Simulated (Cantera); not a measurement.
Charge: 1 mol CH3OH, 0.24 mol CO2, equilibrated at 26.0 mbar.

Method: chemical equilibrium by Gibbs-energy minimisation in Cantera with the NASA 1993 tables (ideal gas, pure condensed phases). Candidate condensed phases: C, C6H6, C7H8, C8H18, H2O; 110 gas species. Rates play no part.

### Question
At 2875 K, list the 6 most abundant gas species with their mole fractions, and the condensed phases.

### Answer
H 0.350, CO 0.305, H2 0.285, H2O 0.0328, OH 0.0121, O 0.00925. Condensed: gas only.
